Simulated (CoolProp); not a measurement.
Saturation properties of water (Tc = 373.9 °C, pc = 22060 kPa, ω = 0.344).

The numbers come from the reference Helmholtz-energy equation of state, Wagner 2002 in CoolProp.

| T (°C) | p (kPa) | vapour Z | liquid viscosity (µPa s) |
|---|---|---|---|
| 93.55 | 80.19 | 0.9867 | 302 |
| 104.35 | 118.2 | 0.9829 | 269 |
| 115.15 | 170.0 | 0.9782 | 242 |
| 125.95 | 239.1 | 0.9727 | 220 |
| 136.75 | 329.5 | 0.9662 | 202 |
| 147.55 | 445.7 | 0.9587 | 186 |
| 158.25 | 591.2 | 0.9503 | 172 |
| 169.05 | 774.2 | 0.9405 | 161 |
| 179.85 | 999.4 | 0.9296 | 151 |
| 190.65 | 1273 | 0.9174 | 142 |
| 201.45 | 1603 | 0.9039 | 134 |

It boils at 100.0 °C under 1 atm.

Viscosity comes from a separate model (Huber 2009).
